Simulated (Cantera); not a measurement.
# CO₂ + H₂ + N₂ (abatement and gas-phase synthesis)

Input: 1 mol CO₂, 0.13 mol H₂, 5.2 mol N₂, equilibrated at 2527 °C and 52000 Pa.

Method: chemical equilibrium by Gibbs-energy minimisation in Cantera with the NASA 1993 tables (ideal gas, pure condensed phases). Candidate condensed phases: C, C₆H₆, C₇H₈, C₈H₁₈, H₂O; 136 gas species. Equilibrium is a limit: real reactors are often held back by kinetics, nucleation or transport.

```
Item                                        Value
--------------------------------------  ---------
x(N₂)                                       0.777
x(CO)                                      0.0876
x(CO₂)                                     0.0630
x(O₂)                                      0.0229
x(NO)                                      0.0121
x(O)                                       0.0114
x(H₂O)                                     0.0110
x(OH)                                     0.00748
x(H)                                      0.00532
gas amount                              6.640 mol
log10 activity of C(graphite) (absent)      -6.94
```
